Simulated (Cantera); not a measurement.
A perfectly stirred reactor is fed with 0.731 % CH3OH, 0.435 % O2, 98.8 % N2, at 100000 Pa; it is held at 1550 K, and followed from long to short residence time.

Detailed kinetics in Cantera: GRI-Mech 3.0 (53 species, 325 reactions). GRI-Mech 3.0 was tuned for natural gas; its chemistry of methanol as a main component is partial and can be far from experiment.

Problem. Predict: x(CH3OH) at τ = 0.720 s; x(O2) at τ = 0.720 s; x(CO2) at τ = 0.720 s; x(H2O) at τ = 0.720 s; x(CH3OH) at τ = 12.0 ms; x(O2) at τ = 12.0 ms; x(C2H6) at τ = 12.0 ms; x(CO2) at τ = 12.0 ms; x(H2O) at τ = 12.0 ms.

Solution. 
| Property | Result |
|---|---|
| x(CH3OH) at τ = 0.720 s | 2.83e-7 |
| x(O2) at τ = 0.720 s | 4.86e-6 |
| x(CO2) at τ = 0.720 s | 0.00175 |
| x(H2O) at τ = 0.720 s | 0.00684 |
| x(CH3OH) at τ = 12.0 ms | 4.95e-6 |
| x(O2) at τ = 12.0 ms | 7.95e-5 |
| x(C2H6) at τ = 12.0 ms | 2.82e-9 |
| x(CO2) at τ = 12.0 ms | 0.00151 |
| x(H2O) at τ = 12.0 ms | 0.00693 |
